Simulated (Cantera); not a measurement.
# Adiabatic ignition

An adiabatic, constant-pressure homogeneous reactor starts with H2 : O2 : N2 = 0.41 : 1.61 : 6.06 (molar parts), at 1775 K and 100000 Pa.

Cantera simulation using GRI-Mech 3.0 (53 species, 325 reactions); the numbers are that mechanism's predictions, not measurements.

| t (s) | T (K) | x H2 | x O2 | x NO | x H2O | x O | x OH | x H2O2 |
|---|---|---|---|---|---|---|---|---|
| 6.00e-6 | 1775 | 0.0499 | 0.199 | 1.34e-10 | 0.000544 | 0.000238 | 0.000266 | 4.99e-8 |
| 2.39e-5 | 1832 | 0.00248 | 0.164 | 4.46e-6 | 0.0399 | 0.0230 | 0.00918 | 3.54e-7 |
| 9.51e-5 | 1967 | 0.00142 | 0.169 | 1.75e-5 | 0.0444 | 0.0125 | 0.00837 | 1.77e-7 |
| 0.000379 | 2076 | 0.000400 | 0.175 | 3.83e-5 | 0.0488 | 0.00335 | 0.00509 | 7.60e-8 |
| 0.00151 | 2111 | 9.06e-5 | 0.177 | 6.18e-5 | 0.0506 | 0.000744 | 0.00253 | 5.54e-8 |
| 0.00600 | 2112 | 7.81e-5 | 0.177 | 0.000109 | 0.0507 | 0.000641 | 0.00236 | 5.65e-8 |
| 0.0239 | 2112 | 7.79e-5 | 0.177 | 0.000294 | 0.0507 | 0.000639 | 0.00235 | 5.64e-8 |
| 0.0951 | 2110 | 7.72e-5 | 0.177 | 0.00100 | 0.0508 | 0.000631 | 0.00233 | 5.61e-8 |
| 0.379 | 2105 | 7.47e-5 | 0.176 | 0.00340 | 0.0508 | 0.000606 | 0.00228 | 5.50e-8 |
| 1.51 | 2095 | 7.04e-5 | 0.174 | 0.00767 | 0.0508 | 0.000563 | 0.00218 | 5.32e-8 |
| 6.00 | 2093 | 6.93e-5 | 0.173 | 0.00877 | 0.0509 | 0.000552 | 0.00215 | 5.27e-8 |
x: mole fraction; the columns are a selection and need not sum to one.

```json
{
  "time_of_steepest_temperature_rise": "12.3 µs",
  "temperature at 6.00 s": "2093 K",
  "equilibrium_temperature": "2093 K",
  "x(H2) at 6.00 s": "6.93e-5 (gas-phase equilibrium 6.93e-5)",
  "x(O2) at 6.00 s": "0.173 (gas-phase equilibrium 0.173)",
  "x(NO) at 6.00 s": "0.00877 (gas-phase equilibrium 0.00877)"
}
```
